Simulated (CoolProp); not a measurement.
Vapour-liquid equilibrium of propane (1) + benzene (2) at 26.65 °C; x and y are mole fractions of (1).

The numbers come from the multi-fluid Helmholtz-energy mixture model, Lemmon 2009 and Thol 2012; pair parameters Bell 2016 in CoolProp.

### Question
Give the bubble pressure and the first vapour's composition at x = 0.2, 0.8, 0.95. Is there an azeotrope?

### Answer
x = 0.2: 0.3159 MPa, y = 0.959; x = 0.8: 0.7958 MPa, y = 0.991; x = 0.95: 0.9360 MPa, y = 0.997. No azeotrope shows between x = 0.05 and 0.95.

The pair parameters rest on a limited set of measurements; away from them the model extrapolates. The gap from Raoult's law changes sign with composition, which may be real or a fault of the pair parameters; it wasn't checked against measurements. With so large a gap from Raoult's law the liquid may split in two, which this calculation doesn't test in full.
